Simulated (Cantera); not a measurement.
## Transport properties of process gases

Gas mixture: 100 % NH₃, at 42.0 Torr, frozen composition.

Cantera's kinetic-theory transport with the Lennard-Jones parameters of GRI-Mech 3.0, ideal gas; thermal conductivity in the multicomponent form. Polar gases are described roughly by these parameters.

```json
[
 {"T (K)": "400", "ρ (kg/m³)": "0.0287", "cp (J/kg/K)": "2269", "μ (µPa s)": "13.9", "λ (mW/m/K)": "44.2", "Pr": "0.715", "D (cm²/s) CH₄": "7.00", "D (cm²/s) H₂O": "6.35", "D (cm²/s) H₂": "24.5"},
 {"T (K)": "500", "ρ (kg/m³)": "0.0229", "cp (J/kg/K)": "2466", "μ (µPa s)": "17.4", "λ (mW/m/K)": "60.1", "Pr": "0.716", "D (cm²/s) CH₄": "10.7", "D (cm²/s) H₂O": "10.0", "D (cm²/s) H₂": "36.3"},
 {"T (K)": "600", "ρ (kg/m³)": "0.0191", "cp (J/kg/K)": "2662", "μ (µPa s)": "20.9", "λ (mW/m/K)": "77.6", "Pr": "0.717", "D (cm²/s) CH₄": "14.9", "D (cm²/s) H₂O": "14.6", "D (cm²/s) H₂": "49.8"},
 {"T (K)": "700", "ρ (kg/m³)": "0.0164", "cp (J/kg/K)": "2844", "μ (µPa s)": "24.3", "λ (mW/m/K)": "95.9", "Pr": "0.719", "D (cm²/s) CH₄": "19.8", "D (cm²/s) H₂O": "19.8", "D (cm²/s) H₂": "64.8"},
 {"T (K)": "800", "ρ (kg/m³)": "0.0143", "cp (J/kg/K)": "3009", "μ (µPa s)": "27.5", "λ (mW/m/K)": "115", "Pr": "0.721", "D (cm²/s) CH₄": "25.1", "D (cm²/s) H₂O": "25.8", "D (cm²/s) H₂": "81.4"},
 {"T (K)": "900", "ρ (kg/m³)": "0.0127", "cp (J/kg/K)": "3162", "μ (µPa s)": "30.6", "λ (mW/m/K)": "134", "Pr": "0.723", "D (cm²/s) CH₄": "30.9", "D (cm²/s) H₂O": "32.5", "D (cm²/s) H₂": "99.4"}
]
```
D: mixture-averaged diffusion coefficient of that species in the mixture.
